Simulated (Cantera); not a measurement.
Charge: 1 mol Ta2O5, 0.63 mol H2, 0.36 mol H2O, held at 1798.15 K and 81000 Pa.

Equilibrium computed with Cantera from the NASA thermochemical tables; the gas is ideal and each condensed phase is pure. Candidate condensed phases: H2O, Ta, Ta2O5; 12 gas species. Kinetics and transport are ignored.

Base state: H2 0.636, H2O 0.364, H 0.000312, OH 1.17e-5 (mole fractions); condensed: Ta2O5(s).

**Question.** What changes in the equilibrium state with this change: Ta2O5 replaced by Al2O3?

**Answer.** 
```tsv
species	before	after
H2	0.636	0.636
H2O	0.364	0.364
H	0.000312	0.000312
OH	1.17e-5	1.17e-5
Ta2O5(s), mol	1.00	0
Al2O3(s), mol	0	1.00
```
Gases not in the tables: Al(OH)3. Further candidate phases: Al, Al2O3.

**Question.** What changes in the equilibrium state with this change: pressure from 81000 Pa to 180 Pa?

**Answer.** 
```tsv
species	before	after
H2	0.636	0.631
H2O	0.364	0.362
H	0.000312	0.00660
OH	1.17e-5	0.000249
Ta2O5(s), mol	1.00	1.00
```
